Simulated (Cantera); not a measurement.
# Transport properties of process gases

Gas mixture: 25.5 % NH₃, 13.3 % C₂H₄, 7.27 % C₂H₂, 53.9 % CH₄, at 4.35 Torr, frozen composition.

Cantera's kinetic-theory transport with the Lennard-Jones parameters of GRI-Mech 3.0, ideal gas; thermal conductivity in the mixture-averaged form. Polar gases are described roughly by these parameters. The composition is frozen, though it would react at the higher temperatures.

```
T (K)  ρ (kg/m³)  cp (J/kg/K)  μ (µPa s)  λ (mW/m/K)     Pr  D (cm²/s) OH  D (cm²/s) H₂  D (cm²/s) CH₄
-----  ---------  -----------  ---------  ----------  -----  ------------  ------------  -------------
400      0.00325         2275       14.1        45.2  0.710          91.4           209           59.2
550      0.00236         2733       18.4        70.4  0.716           159           360            106
700      0.00186         3158       22.3        97.9  0.721           241           541            164
850      0.00153         3515       25.9         126  0.721           335           749            230
1000     0.00130         3844       29.2         155  0.726           441           983            305
1150     0.00113         4117       32.3         183  0.727           557          1240            387
1300    0.000999         4351       35.3         211  0.728           684          1520            477
```
D: mixture-averaged diffusion coefficient of that species in the mixture.
